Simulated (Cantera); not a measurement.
What does this Cantera script print?

```python
import numpy as np
import cantera as ct

gas = ct.Solution("h2o2.yaml")
gas.TPX = 425, 1000000, {'H2': 1, 'O2': 0.333, 'N2': 1.25}
flame = ct.FreeFlame(gas, width=0.008)
flame.set_refine_criteria(ratio=3, slope=0.08, curve=0.16)
flame.transport_model = "mixture-averaged"
flame.solve(loglevel=0, auto=True)
flame.transport_model = "multicomponent"
flame.soret_enabled = False
flame.solve(loglevel=0, refine_grid=True)
z, T = flame.grid, flame.T
thick = (T[-1] - T[0]) / np.gradient(T, z).max()
show = ['H2', 'O2', 'OH', 'H2O2', 'H', 'O']
print(f"laminar burning velocity  {flame.velocity[0] * 100:.3f} cm/s")
print(f"burnt temperature         {T[-1]:.1f} K")
print(f"thermal thickness         {thick * 1e3:.4f} mm")
print(f"grid points               {len(z)}")
z0 = z[flame.heat_release_rate.argmax()]
print(f"{'z/mm':>9s}{'T/K':>9s}{'u/(m/s)':>9s}" + "".join(f"{s:>11s}" for s in show))
rows = []
for k in (-3, -2, -1.5, -1, -0.5, -0.25, 0, 0.25, 0.5, 1, 2, 4, 8):
    zz = z0 + k * thick
    rows.append([k * thick, np.interp(zz, z, T), np.interp(zz, z, flame.velocity),
                 *(np.interp(zz, z, flame.X[gas.species_index(s)]) for s in show)])
    print(f"{rows[-1][0] * 1e3:9.3f}{rows[-1][1]:9.1f}{rows[-1][2]:9.3f}" + "".join(f"{x:11.3e}" for x in rows[-1][3:]))
```

Result:

```
laminar burning velocity  449.016 cm/s
burnt temperature         2375.9 K
thermal thickness         0.0210 mm
grid points               115
     z/mm      T/K  u/(m/s)         H2         O2         OH       H2O2          H          O
   -0.063    425.0    4.490  3.871e-01  1.289e-01  5.485e-13  7.451e-11  2.807e-14  6.451e-11
   -0.042    425.1    4.490  3.871e-01  1.289e-01  7.276e-12  1.283e-09  3.681e-13  8.266e-10
   -0.032    425.4    4.492  3.867e-01  1.290e-01  1.157e-10  2.271e-08  5.145e-12  9.269e-09
   -0.021    429.1    4.517  3.846e-01  1.294e-01  9.117e-09  4.921e-07  3.108e-10  1.192e-07
   -0.011    527.1    5.392  3.625e-01  1.314e-01  3.736e-05  5.178e-05  1.399e-05  8.779e-06
   -0.005    891.9    8.783  3.163e-01  1.202e-01  1.041e-03  1.667e-04  2.022e-03  2.258e-04
    0.000   1353.7   12.972  2.503e-01  8.857e-02  2.255e-03  6.549e-05  1.241e-02  1.396e-03
    0.005   1678.9   15.894  1.903e-01  4.955e-02  4.384e-03  7.233e-06  2.562e-02  2.527e-03
    0.011   1864.6   17.554  1.549e-01  2.350e-02  6.236e-03  3.690e-06  3.285e-02  2.454e-03
    0.021   2033.7   19.028  1.340e-01  5.587e-03  7.543e-03  1.792e-06  3.263e-02  1.643e-03
    0.042   2160.8   20.083  1.330e-01  1.131e-03  6.735e-03  8.350e-07  2.403e-02  8.786e-04
    0.084   2253.7   20.824  1.363e-01  3.931e-04  4.829e-03  4.342e-07  1.509e-02  3.717e-04
    0.168   2314.3   21.293  1.388e-01  1.384e-04  3.025e-03  2.038e-07  8.725e-03  1.301e-04
```

Cantera simulation using the H2/O2 subset of GRI-Mech 3.0, which has no nitrogen chemistry; the numbers are that mechanism's predictions, not measurements. The hydrogen kinetics of GRI-Mech 3.0 are dated; newer H2 mechanisms differ, most at raised pressure. Burning velocities carry a grid error of a few per cent, more on coarse grids.
